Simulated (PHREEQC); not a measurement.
Make-up at 20 °C: 0.0038 mol HF, 0.0002 mol (NH4)2SiF6, 0.00015 mol HBF4 and 0.071 mol HCl per kg of water. Closed to the air; pH follows from the charge balance.

Computed with PHREEQC (ion-association model, wateq4f.dat).

No solid was allowed to form.

Order these F species by the share of F that they hold, largest first: SiF6-2, F-, BF4-, HF, H2F2.

HF (79 %), SiF6-2 (14 %), BF4- (3.5 %), H2F2 (2.2 %), F- (1.2 %)

Order these B species by the share of B that they hold, largest first: BF2(OH)2-, BF4-, H3BO3, BF3OH-.

H3BO3 (65 %), BF4- (32 %), BF3OH- (2.4 %), BF2(OH)2- (0.62 %)

The pH is 1.22 and the ionic strength 0.0715 mol/kgw. SiF6-2 is the database's only silicon fluoride. Real BF4- forms and hydrolyses slowly; the run takes it at equilibrium.
